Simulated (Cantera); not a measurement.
Charge: 1 mol SiCl₄, 2.1 mol HCl, 2.8 mol H₂, 2.6 mol Cl₂, equilibrated at 1273.15 K and 0.770 bar.

These are equilibrium values from Cantera (NASA tables, ideal gas, pure condensed phases), not measurements of a reactor. The tables' values for SiCl₃ are old estimates; treat these amounts as uncertain. Kinetics and transport are ignored.

| species | before | after |
|---|---|---|
| HCl | 0.859 | 0.874 |
| SiCl₄ | 0.117 | 0.114 |
| Cl₂ | 1.24e-7 | 0.0108 |
| H₂ | 0.0233 | 2.77e-7 |
| SiHCl₃ | 0.000127 | 1.44e-9 |
| SiCl₃ | 0.000257 | 8.45e-7 |
| Cl | 3.90e-6 | 0.00115 |
Gas species are given as mole fractions.

Problem. Name the change that produced these shifts.
(A) Cl₂ from 2.6 to 2.9 mol
(B) H₂ from 2.8 to 7.9 mol
(C) H₂ from 2.8 to 0.39 mol
(D) Cl₂ from 2.6 to 1.6 mol

Solution. A, Cl₂ from 2.6 to 2.9 mol
